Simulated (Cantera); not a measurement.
An adiabatic, constant-volume homogeneous reactor starts with CO : H2 : CH4 : O2 : N2 = 1 : 0.061 : 0.45 : 1.3 : 4.29 (molar parts), equivalence ratio 1.1, at 1200 K and 11.0 bar.

Model: GRI-Mech 3.0 (53 species, 325 reactions), integrated in Cantera. Above 3000 K some thermodynamic fits are extrapolated.

One state of this run: T (K) = 3097; P (bar) = 27.8; x CO = 0.0845; x H2 = 0.0105; x CH4 = <1e-12; x CH3 = 1.63e-12; x NO = 0.0134. x: mole fraction; the columns are a selection and need not sum to one.

Task: Which value of t (s) does it belong to?
A) 0.000949
B) 2.66e-6
C) 5.03e-5
D) 0.900

Result: D, 0.900
